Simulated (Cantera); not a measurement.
A freely propagating, adiabatic, planar premixed flame of CH4 : O2 : N2 = 1 : 2.2 : 8.26 (molar parts), equivalence ratio 0.91, unburnt at 425 K and 12000 Pa; mixture-averaged transport, grid criteria slope 0.08 and curve 0.16, no radiation.

Model: GRI-Mech 3.0 (53 species, 325 reactions), integrated in Cantera. Burning velocities carry a grid error of a few per cent, more on coarse grids.

What does this change do: inlet temperature 425 to 675 K?


```
quantity                    before     after
------------------------  --------  --------
laminar burning velocity  101 cm/s  229 cm/s
thermal thickness          2.44 mm   2.11 mm
peak x(H2O2)               4.50e-6   2.61e-6
peak x(HO2)               0.000136  0.000176
peak x(CO)                  0.0507    0.0550
```

What does this change do: inlet temperature 425 to 375 K?


```csv
quantity,before,after
laminar burning velocity,101 cm/s,83.1 cm/s
thermal thickness,2.44 mm,2.53 mm
peak x(H2O2),4.50e-6,6.87e-6
peak x(HO2),0.000136,0.000129
peak x(CO),0.0507,0.0497
```
